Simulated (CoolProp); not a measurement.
Model: reference Helmholtz-energy equation of state, Lemmon 2006, in CoolProp. It is a short technical equation, of lower accuracy than the large ones.

### Question
For R142b, give the phase and the cp (kJ/(kg K)), Joule-Thomson coefficient (K/MPa), isothermal compressibility (1/MPa), viscosity (µPa s) at 196.85 °C and 135 bar; 196.85 °C and 225 bar.

### Answer
- 196.85 °C and 135 bar: supercritical; cp 1.70, Joule-Thomson coefficient 1.43, isothermal compressibility 0.0357, viscosity 60.0
- 196.85 °C and 225 bar: supercritical; cp 1.50, Joule-Thomson coefficient 0.324, isothermal compressibility 0.0120, viscosity 84.6

Viscosity comes from a separate model (Huber 2003), an estimate that may be off by 10 % or more.
